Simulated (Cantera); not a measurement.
Charge: 1 mol AlN, 8.3 mol H2, 6.5 mol N2, equilibrated at 1550 K and 133 Pa.

Equilibrium computed with Cantera from the NASA thermochemical tables; the gas is ideal and each condensed phase is pure. Candidate condensed phases: Al, AlN; 13 gas species. Kinetics and transport are ignored.

Base state: H2 0.560, N2 0.439, H 0.000646 (mole fractions); condensed: AlN(s).

Q: What changes in the equilibrium state with this change: pressure from 133 Pa to 1.30 Pa?

A: 
```
species        before    after
-----------  --------  -------
H2              0.560    0.547
N2              0.439    0.436
Al            9.95e-6   0.0104
H            0.000646  0.00646
AlH           2.72e-7  2.76e-5
AlN(s), mol     1.000    0.843
```
